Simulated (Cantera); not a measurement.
Input: 1 mol SiH4, 0.43 mol C2H2, 27 mol H2, held at 1973 K.

Method: chemical equilibrium by Gibbs-energy minimisation in Cantera with the NASA 1993 tables (ideal gas, pure condensed phases). Candidate condensed phases: C, C6H6, C7H8, C8H18, Si, SiC; 87 gas species. Mutual solubility and eutectic melting of coexisting phases are not modelled. Gases not in the tables: Si2H6 and higher silanes. Equilibrium is a limit: real reactors are often held back by kinetics, nucleation or transport.

**Question.** Which condensed phases are stable at each of these points (P (Pa)): 100, 270, 720, 1900, 5200, 14000, 37000, 100000?

**Answer.** 
```json
[
 {"P (Pa)": "100", "condensed phases": "SiC(s)", "Si condensed (%)": "85.1"},
 {"P (Pa)": "270", "condensed phases": "SiC(s)", "Si condensed (%)": "85.6"},
 {"P (Pa)": "720", "condensed phases": "SiC(s)", "Si condensed (%)": "85.7"},
 {"P (Pa)": "1900", "condensed phases": "Si(l) + SiC(s)", "Si condensed (%)": "94.0"},
 {"P (Pa)": "5200", "condensed phases": "Si(l) + SiC(s)", "Si condensed (%)": "97.5"},
 {"P (Pa)": "14000", "condensed phases": "Si(l) + SiC(s)", "Si condensed (%)": "98.8"},
 {"P (Pa)": "37000", "condensed phases": "Si(l) + SiC(s)", "Si condensed (%)": "99.4"},
 {"P (Pa)": "100000", "condensed phases": "Si(l) + SiC(s)", "Si condensed (%)": "99.6"}
]
```

From 0.750 Torr to 5.40 Torr the condensed part is SiC(s). From 14.3 Torr to 750 Torr the condensed part is Si(l) + SiC(s).
